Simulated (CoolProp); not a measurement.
Vapour-liquid equilibrium of n-butane (1) + R113 (2) at 0.0272 MPa; x and y are mole fractions of (1).

Computed with CoolProp (multi-fluid Helmholtz-energy mixture model, Bücker 2006 and Marx 1992; pair parameters Bell 2016).

```csv
x,"bubble temperature, mixture model (°C)","bubble temperature, Raoult's law (°C)","y, mixture model","y, Raoult's law"
0.05,5.8,7.6,0.307,0.251
0.15,-4.4,-0.9,0.616,0.550
0.25,-11.1,-7.3,0.756,0.713
0.35,-15.8,-12.4,0.832,0.810
0.45,-19.3,-16.5,0.879,0.872
0.55,-22.1,-20.0,0.912,0.914
0.65,(withheld),-23.0,(withheld),0.944
0.75,-26.3,-25.5,0.957,0.966
0.85,-28.2,-27.8,0.975,0.982
0.95,(withheld),-29.8,0.992,0.995
```

Some entries are withheld; supply them.


- 0.65, bubble temperature, mixture model (°C): -24.4
- 0.65, y, mixture model: 0.936
- 0.95, bubble temperature, mixture model (°C): -29.9

The largest gap from Raoult's law is -3.8 K in bubble temperature, at x = 0.25. No azeotrope shows between x = 0.05 and 0.95.

Pair parameters are fitted to limited data, so mixtures are less certain than the pure fluids.
